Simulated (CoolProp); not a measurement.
Vapour-liquid equilibrium of R22 (1) + dimethyl ether (2) at 2.75 kPa; x and y are mole fractions of (1).

The numbers come from the multi-fluid Helmholtz-energy mixture model, Kamei 1995 and Wu 2011; pair parameters Bell 2016 in CoolProp.

Question: Give the bubble temperature and the first vapour's composition at x = 0.35, 0.5, 0.95. Is there an azeotrope?

Answer: x = 0.35: -83.8 °C, y = 0.399; x = 0.5: -85.4 °C, y = 0.680; x = 0.95: -95.9 °C, y = 0.998. y crosses x between x = 0.2 and 0.35: the model has an azeotrope there.

The pair parameters rest on a limited set of measurements; away from them the model extrapolates.
